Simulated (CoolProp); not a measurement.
A simple Rankine cycle with n-octane: condensing at 313.15 K, boiler at 1.04 MPa, turbine inlet 511.7 K, turbine efficiency 0.9, pump efficiency 0.7, no recuperator. Each further row changes one setting.

Computed with CoolProp (reference Helmholtz-energy equation of state, Beckmüller 2019).

| case | thermal efficiency (%) | net work (kJ/kg) | heat in (kJ/kg) | turbine exit temperature (K) | volume ratio over the turbine |
|---|---|---|---|---|---|
| as stated | 21.1 | 156 | 740 | (withheld) | 292 |
| turbine inlet 531.7 K | 20.7 | (withheld) | 798 | 450.8 | 276 |
| condensing temperature 305.15 K | 22.1 | 167 | 758 | 424.1 | 436 |
| boiler pressure 0.728 MPa | 20.0 | 151 | (withheld) | 438.3 | 183 |
| turbine efficiency 0.8 | (withheld) | 138 | 740 | 437.0 | 298 |

What belongs in the gaps?


- as stated, turbine exit temperature (K): 429.2
- turbine inlet 531.7 K, net work (kJ/kg): 165
- boiler pressure 0.728 MPa, heat in (kJ/kg): 755
- turbine efficiency 0.8, thermal efficiency (%): 18.7
